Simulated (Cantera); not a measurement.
Standard-state values (1 bar) from the NASA 1993 polynomials, evaluated with Cantera. Values are per mole of reaction as written; species without (g) are pure solids or liquids, kept so even where they would boil at 1 bar.

Q: Between 300 and 873 K, where is each reaction favourable under standard conditions?
- Fe + 2 HCl(g) = FeCl2 + 2 H(g)
- H(g) + FeCl3(g) = FeCl2 + HCl(g)

A: 
- Fe + 2 HCl(g) = FeCl2 + 2 H(g): ΔG° is 295 kJ at 300 K and 313 kJ at 873 K; it stays positive (K < 1). ΔH° is 298 kJ and ΔS° -18 J/K at 873 K.
- H(g) + FeCl3(g) = FeCl2 + HCl(g): ΔG° is -353 kJ at 300 K and -268 kJ at 873 K; it stays negative (K > 1). ΔH° is -393 kJ and ΔS° -144 J/K at 873 K.
